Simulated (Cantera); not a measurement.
A perfectly stirred reactor is fed with C2H6 : H2 = 1 : 5 (molar parts), at 100000 Pa; it is held at 1475 K, and followed from long to short residence time.

Detailed kinetics in Cantera: GRI-Mech 3.0 (53 species, 325 reactions). GRI-Mech 3.0 stops at C3 and has no aromatics, soot or wall deposition, so with more carbon than oxygen in the feed, carbon stays in small species such as C2H2 where larger ones or solid carbon would form.

x: mole fraction; the columns are a selection and need not sum to one.

| τ (s) | x C2H6 | x H2 | x H | x C2H4 | x C2H2 | x CH2 | x CH3 |
|---|---|---|---|---|---|---|---|
| 3.9 | 0.000152 | 0.777 | 1.33e-5 | 0.0155 | 0.0539 | 7.24e-10 | 5.28e-5 |
| 1.2 | 0.000222 | 0.788 | 1.64e-5 | 0.0175 | 0.0588 | 9.49e-10 | 5.68e-5 |
| 0.39 | 0.000367 | 0.802 | 2.25e-5 | 0.0206 | 0.0644 | ___ | 6.42e-5 |
| 0.13 | 0.000650 | 0.813 | 3.24e-5 | 0.0243 | 0.0680 | ___ | 7.61e-5 |
| 0.040 | 0.00130 | 0.820 | 4.80e-5 | 0.0298 | 0.0676 | ___ | 9.74e-5 |
| 0.013 | 0.00268 | 0.822 | 6.77e-5 | 0.0379 | 0.0615 | ___ | 0.000132 |
| 0.0040 | 0.00610 | 0.820 | 9.28e-5 | 0.0507 | 0.0480 | ___ | 0.000192 |
| 0.0013 | 0.0138 | 0.817 | 0.000119 | 0.0642 | 0.0305 | ___ | 0.000286 |
| 0.00041 | 0.0322 | 0.816 | 0.000142 | 0.0700 | 0.0139 | ___ | 0.000437 |

### Question
Complete the blanks.

### Answer

- 0.39, x CH2: 1.44e-9
- 0.13, x CH2: 2.42e-9
- 0.040, x CH2: 4.51e-9
- 0.013, x CH2: 8.48e-9
- 0.0040, x CH2: 1.68e-8
- 0.0013, x CH2: 3.20e-8
- 0.00041, x CH2: 6.04e-8
